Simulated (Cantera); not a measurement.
Input: 1 mol AlN, 13 mol Cl2, 2.4 mol O2, at 1325 K and 0.00180 bar.

Method: chemical equilibrium by Gibbs-energy minimisation in Cantera with the NASA 1993 tables (ideal gas, pure condensed phases). Candidate condensed phases: Al, AlCl3, AlN, Al2O3; 24 gas species. Rates play no part.

Base state: Cl2 0.596, Cl 0.281, O2 0.0938, N2 0.0283, AlCl3 0.000408, ClO 0.000115, NO 5.89e-5 (mole fractions); condensed: Al2O3(s).

What changes in the equilibrium state with this change: O2 from 2.4 to 0.1 mol?


```csv
species,before,after
Cl2,0.596,0.623
Cl,0.281,0.287
AlCl3,0.000408,0.0570
O2,0.0938,0.000141
N2,0.0283,0.0328
ClO,0.000115,4.57e-6
NO,5.89e-5,2.46e-6
"Al2O3(s), mol",0.496,0.0652
```

What changes in the equilibrium state with this change: AlN replaced by Si3N4?


```tsv
species	before	after
Cl2	0.596	0.570
Cl	0.281	0.275
N2	0.0283	0.120
O2	0.0938	4.84e-7
SiCl4	0	0.0359
AlCl3	0.000408	0
ClO	0.000115	2.56e-7
NO	5.89e-5	2.75e-7
Al2O3(s), mol	0.496	0
SiO2(β-quartz), mol	0	2.40
```
The tables hold silica as quartz up to 1696 K and as liquid above; real silica turns to tridymite and cristobalite and melts near 1996 K. Further candidate phases: Si, SiO2, Si2N2O, Si3N4.

What changes in the equilibrium state with this change: temperature from 1325 K to 1675 K?


```tsv
species	before	after
Cl	0.281	0.869
O2	0.0938	0.0622
Cl2	0.596	0.0481
N2	0.0283	0.0185
AlCl3	0.000408	0.00128
O	1.99e-6	0.000201
NO	5.89e-5	0.000220
Al2O3(s), mol	0.496	0.483
```
